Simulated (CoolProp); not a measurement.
The fluoroketone C6F12O (FK-5-1-12) along the isobar 41.8 bar: Z from the reference equation and from simpler models built on Tc = 441.8 K, pc = 18.69 bar, ω = 0.471; each cubic takes its own stable root.

Values from CoolProp's reference Helmholtz-energy equation of state, McLinden 2015.

```
T (K)   phase  reference  Redlich-Kwong  Soave-Redlich-Kwong  Peng-Robinson
-----  ------  ---------  -------------  -------------------  -------------
322.3  liquid     0.3177              …               0.3438         0.3050
326.8  liquid     0.3160              …               0.3420         0.3034
331.2  liquid     0.3146         0.3604               0.3404         0.3019
335.6  liquid     0.3132         0.3590               0.3390         0.3007
340.1  liquid     0.3119         0.3577               0.3377         0.2995
344.5  liquid     0.3108         0.3566               0.3367              …
348.9  liquid     0.3098         0.3556               0.3358         0.2977
353.3  liquid     0.3089         0.3548               0.3351         0.2971
357.8  liquid     0.3081         0.3541               0.3345         0.2966
362.2  liquid     0.3075         0.3535               0.3342         0.2963
366.6  liquid     0.3070         0.3532               0.3340         0.2962
371    liquid     0.3067         0.3530               0.3341         0.2963
375.5  liquid     0.3065         0.3530               0.3344         0.2966
379.9  liquid     0.3065         0.3531               0.3349         0.2972
```

Task: Complete the blanks.

Result: 
- 322.3, Redlich-Kwong: 0.3638
- 326.8, Redlich-Kwong: 0.3620
- 344.5, Peng-Robinson: 0.2985
